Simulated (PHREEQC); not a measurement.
Consider water at 25 °C with 7.6 mmol/kgw CsOH, 6.2 mmol/kgw H3BO3 and 0.58 mmol/kgw K2CO3. Closed to the air; pH follows from the charge balance.

Equilibrium calculation in PHREEQC: ion-association model, wateq4f.dat.

Precipitation was switched off in this run.

### Question
Estimate the pH.

### Answer
pH 11.14.

### Question
In which forms is B present?

### Answer
H2BO3- 99 %, H3BO3 1.1 % of the B.
